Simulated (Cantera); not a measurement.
Charge: 1 mol SiH2Cl2, 0.005 mol Cl2, 5.3 mol N2, at 375 Torr.

Method: chemical equilibrium by Gibbs-energy minimisation in Cantera with the NASA 1993 tables (ideal gas, pure condensed phases). Candidate condensed phases: NH4Cl, Si, Si3N4; 28 gas species. N2 is the only nitrogen source here; it is nearly inert below about 1500 K, so the nitride shown seldom forms there in practice. The tables' values for SiCl3 are old estimates; treat these amounts as uncertain. The numbers say what is thermodynamically allowed, not how fast it happens. All values below are at 877 °C.

Base state: N2 0.728, HCl 0.171, H2 0.0668, SiCl4 0.0336, SiHCl3 0.000267, SiCl3 0.000135 (mole fractions); condensed: Si3N4(s).

Q: What changes in the equilibrium state with this change: Cl2 from 0.005 to 0.17 mol?

A: 
```csv
species,before,after
N2,0.728,0.720
HCl,0.171,0.174
H2,0.0668,0.0617
SiCl4,0.0336,0.0433
SiCl3,0.000135,0.000164
SiHCl3,0.000267,0.000311
"Si3N4(s), mol",0.259,0.236
```

Q: What changes in the equilibrium state with this change: Cl2 from 0.005 to 0.31 mol?

A: 
| species | before | after |
|---|---|---|
| N2 | 0.728 | 0.713 |
| HCl | 0.171 | 0.176 |
| H2 | 0.0668 | 0.0581 |
| SiCl4 | 0.0336 | 0.0514 |
| SiCl3 | 0.000135 | 0.000187 |
| SiHCl3 | 0.000267 | 0.000344 |
| Si3N4(s), mol | 0.259 | 0.215 |
